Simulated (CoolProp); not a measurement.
Nitrogen at 328.12 K and 1.03 MPa is compressed adiabatically to 2.14 MPa with isentropic efficiency 0.8. Each further row changes one setting.

Values from CoolProp's reference Helmholtz-energy equation of state, Span 2000.

```
case             work (kJ/kg)  final temperature (K)  final density (kg/m³)
---------------  ------------  ---------------------  ---------------------
as stated                99.4                  423.4                    [?]
efficiency 1              [?]                    [?]                    [?]
efficiency 0.65           [?]                  445.0                   16.1
```

**Question.** Some entries are withheld; supply them.

**Answer.** 
- as stated, final density (kg/m³): 16.9
- efficiency 1, work (kJ/kg): 79.5
- efficiency 1, final temperature (K): 404.6
- efficiency 1, final density (kg/m³): 17.7
- efficiency 0.65, work (kJ/kg): 122
